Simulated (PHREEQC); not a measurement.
Dissolve 0.0032 mol NH4HF2, 0.041 mol (NH4)2SiF6, 0.01 mol H3PO4 and 0.0073 mol H2SO4 per kg of water at 25 °C. Closed to the air; pH follows from the charge balance.

Computed with PHREEQC (ion-association model, phreeqc.dat).

Each row changes one thing in this solution. No solid was allowed to form.

| case | pH | ionic strength (mol/kgw) | HF (mol/kgw) | H3PO4 (mol/kgw) | H2PO4- (mol/kgw) | F- (mol/kgw) |
|---|---|---|---|---|---|---|
| as made | 1.94 | 0.143 | 0.00660 | 0.00557 | 0.00443 | 0.000539 |
| H2SO4 from 0.0073 to 0.0109 mol/kgw | 1.81 | 0.149 | 0.00694 | 0.00625 | 0.00375 | 0.000428 |
| (NH4)2SiF6 left out | 1.94 | 0.0201 | 0.00598 | 0.00594 | 0.00406 | 0.000405 |
| 0.03 mol/kgw HCl added | 1.50 | 0.168 | 0.00793 | 0.00774 | 0.00226 | 0.000239 |
| H2SO4 left out | 2.40 | 0.131 | 0.00542 | 0.00306 | 0.00694 | 0.00126 |
| (NH4)2SiF6 from 0.041 to 0.0451 mol/kgw | 1.94 | 0.155 | 0.00662 | 0.00555 | 0.00445 | 0.000547 |
| diluted 2-fold with water | 2.19 | 0.0724 | 0.00444 | 0.00216 | 0.00284 | 0.000589 |

Complexes and solids missing from the database can't appear. Some of these states are supersaturated (in Quartz (slow to form), for instance). SiF6-2 is the database's only silicon fluoride.
